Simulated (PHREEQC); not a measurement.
## Copper plating or etch bath

A solution holds 0.011 mol Cu(NO3)2 and 0.062 mol FeCl3 per kg of water, at 25 °C. Closed to the air; pH follows from the charge balance.

Equilibrium calculation in PHREEQC: ion-association model, wateq4f.dat.

This is a speciation only: nothing precipitates in the calculation.

**Question.** Predict the pH.

**Answer.** pH 1.92.

**Question.** In which forms is Fe present?

**Answer.** FeCl+2 40 %, Fe+3 30 %, Fe2(OH)2+4 15 %, FeOH+2 6.8 %, FeCl2+ 6.5 %, Fe3(OH)4+5 2.3 % of the Fe.

Examples of supersaturated solids here: Hematite (slow to form), Goethite (slow to form). Others may be too.
